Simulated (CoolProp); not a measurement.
Vapour-liquid equilibrium of isobutane (1) + isobutene (2) at 55.85 °C; x and y are mole fractions of (1).

Values from CoolProp's multi-fluid Helmholtz-energy mixture model, Bücker 2006 and Lemmon 2005; pair parameters Bell 2016.

**Question.** Give the bubble pressure and the first vapour's composition at x = 0.05, 0.5, 0.8. Is there an azeotrope?

**Answer.** x = 0.05: 7.125 bar, y = 0.057; x = 0.5: 7.570 bar, y = 0.522; x = 0.8: 7.780 bar, y = 0.810. No azeotrope shows between x = 0.05 and 0.95.

Pair parameters are fitted to limited data, so mixtures are less certain than the pure fluids.
